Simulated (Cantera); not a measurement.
A closed system holds: 1 mol Si2H6, 0.19 mol O2, 3.6 mol H2, held at 11.0 Pa.

Cantera equilibrium calculation (NASA polynomials, part measured and part estimated; ideal gas, pure solids and liquids). Candidate condensed phases: H2O, Si, SiO2; 18 gas species. The feed counts by its element totals alone. Mutual solubility and eutectic melting of coexisting phases are not modelled. The tables hold silica as quartz up to 1696 K and as liquid above; real silica turns to tridymite and cristobalite and melts near 1996 K. Gases not in the tables: Si2H6 and higher silanes. Rates play no part.

Question: What share of the Si ends up in condensed phases as a function of T (°C), at 275, 425, 575, 725, 875, 1025, 1175, 1325, 1475, 1625, 1775?

Answer: 
| T (°C) | Si condensed (%) | as |
|---|---|---|
| 275 | 100.0 | Si(s) + SiO2(α-quartz) |
| 425 | 100.0 | Si(s) + SiO2(α-quartz) |
| 575 | 100.0 | Si(s) + SiO2(β-quartz) |
| 725 | 100.0 | Si(s) + SiO2(β-quartz) |
| 875 | 99.7 | Si(s) + SiO2(β-quartz) |
| 1025 | 81.0 | Si(s) |
| 1175 | 81.0 | Si(s) |
| 1325 | 80.7 | Si(s) |
| 1475 | 76.1 | Si(l) |
| 1625 | 34.0 | Si(l) |
| 1775 | 0.0 | - |
